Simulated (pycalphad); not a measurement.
Source of the numbers: pycalphad with the COST 507 light-alloy database (1999); pressure 1 atm. No gas phase is included, though pure Ti would boil below 3700 K. These are 1990s assessments: newer ones move some temperatures and phases. Kinetics are ignored, which matters at the lower temperatures.

**Ti-20.6B (at.%): equilibrium cooling sequence**

| T (K) | phases above | phases below |
|---|---|---|
| 2024.3 | LIQUID | BM + LIQUID |
| 1814.1 | BM + LIQUID | BCC_A2 + BM |
| 1156.0 | BCC_A2 + BM | BM + HCP_A3 |

Changes were sought between steps of 75 K, so a narrower field can be missed.

Database names, with the compositions (at.%) that they take in these runs: BM: Ti 50 B 50. BCC_A2 is bcc; HCP_A3 is hcp.
